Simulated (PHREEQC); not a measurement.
# Hard or scaling water: an equilibrium model

Solution (14 °C): 0.35 mmol/kgw Ca(HCO3)2, 0.2 mmol/kgw Na2SO4 and 3.1 mmol/kgw MgSO4. Closed to the air; pH follows from the charge balance.

Equilibrium calculation in PHREEQC: ion-association model, wateq4f.dat.

This is a speciation only: nothing precipitates in the calculation.

Q: Estimate the pH, ionic strength.

A: pH 8.16; ionic strength 0.0117 mol/kgw.

Q: In which forms is Ca present?

A: Ca+2 82 %, CaSO4 17 % of the Ca.

Complexes and solids missing from the database can't appear. Constants without temperature data keep their 25 °C values here.
